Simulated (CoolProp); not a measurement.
Saturation properties of n-nonane (Tc = 321.4 °C, pc = 2.282 MPa, ω = 0.443).

Computed with CoolProp (reference Helmholtz-energy equation of state, Lemmon 2006). It is a short technical equation, of lower accuracy than the large ones.

```csv
T (°C),p (MPa),vapour density (kg/m³),enthalpy of vaporisation (kJ/kg),liquid cp (kJ/(kg K))
73.45,0.007349,0.3300,335.1,2.397
77.85,0.008870,0.3938,332.6,2.416
82.15,?,0.4656,330.2,2.433
86.55,0.01265,0.5499,327.7,2.452
90.95,0.01503,0.6462,325.2,2.471
95.35,?,0.7557,322.6,2.489
99.75,0.02087,0.8798,320.1,2.508
104.05,0.02433,?,317.5,?
108.45,0.02835,1.174,314.9,2.545
```

Q: Fill in the missing entries.

A: 
- 82.15, p (MPa): 0.01060
- 95.35, p (MPa): 0.01775
- 104.05, vapour density (kg/m³): 1.017
- 104.05, liquid cp (kJ/(kg K)): 2.526

It boils at 150.8 °C under 1 atm.
